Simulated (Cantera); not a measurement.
An isothermal, constant-pressure homogeneous reactor starts with NH3 : H2 = 1 : 0.25 (molar parts), at 1525 K and 0.0290 bar. Integrator tolerance rtol = 1e-08.

Detailed kinetics in Cantera: the gas-phase N/H chemistry of the illustrative SiF4/NH3 mechanism in the Surface Chemkin manual (1991). Walls and surfaces, which speed up NH3 decomposition in real reactors, are not modelled.

What does this change do: pressure from 0.0290 bar to 0.280 bar?


| quantity | before | after |
|---|---|---|
| x(NH3) at 200 s | 0.381 (gas-phase equilibrium 5.32e-7) | 0.133 (gas-phase equilibrium 5.13e-6) |
| x(H2) at 200 s | 0.503 (gas-phase equilibrium 0.778) | 0.681 (gas-phase equilibrium 0.778) |
| x(N2) at 200 s | 0.116 (gas-phase equilibrium 0.222) | 0.185 (gas-phase equilibrium 0.222) |
| x(NH) at 200 s | 2.38e-7 (gas-phase equilibrium 2.72e-12) | 5.13e-8 (gas-phase equilibrium 2.72e-12) |
| x(NH2) at 200 s | 4.81e-5 (gas-phase equilibrium 1.90e-10) | 1.31e-5 (gas-phase equilibrium 5.90e-10) |
| x(N2H2) at 200 s | 2.58e-7 (gas-phase equilibrium <1e-12) | 1.64e-8 (gas-phase equilibrium <1e-12) |
